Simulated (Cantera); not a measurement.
A perfectly stirred reactor is fed with CH4 : CO2 = 1 : 3.9 (molar parts), at 75.0 Torr; it is held at 1825 K, and followed from long to short residence time.

Model: GRI-Mech 3.0 (53 species, 325 reactions), integrated in Cantera.

Q: What does this change do: pressure from 75.0 Torr to 1.01 bar?

A: 
| quantity | before | after |
|---|---|---|
| x(CH4) at τ = 0.430 s | 0.00965 | 0.00489 |
| x(CO2) at τ = 0.430 s | 0.298 | 0.251 |
| x(C2H4) at τ = 0.430 s | 9.54e-5 | 2.28e-5 |
| x(CH2) at τ = 0.430 s | 1.20e-6 | 1.74e-7 |
| x(OH) at τ = 0.430 s | 3.39e-5 | 1.70e-5 |
| x(CH4) at τ = 5.00 ms | 0.128 | 0.0596 |
| x(CO2) at τ = 5.00 ms | 0.716 | 0.552 |
| x(C2H4) at τ = 5.00 ms | 0.00510 | 0.00200 |
| x(CH2) at τ = 5.00 ms | 2.62e-6 | 1.25e-6 |
| x(OH) at τ = 5.00 ms | 8.28e-6 | 1.30e-5 |

Q: What does this change do: temperature 1825 to 1850 K?

A: 
```csv
quantity,before,after
x(CH4) at τ = 0.430 s,0.00965,0.00788
x(CO2) at τ = 0.430 s,0.298,0.282
x(C2H4) at τ = 0.430 s,9.54e-5,6.86e-5
x(CH2) at τ = 0.430 s,1.20e-6,1.33e-6
x(OH) at τ = 0.430 s,3.39e-5,4.16e-5
x(CH4) at τ = 5.00 ms,0.128,0.115
x(CO2) at τ = 5.00 ms,0.716,0.695
x(C2H4) at τ = 5.00 ms,0.00510,0.00469
x(CH2) at τ = 5.00 ms,2.62e-6,3.44e-6
x(OH) at τ = 5.00 ms,8.28e-6,1.22e-5
```
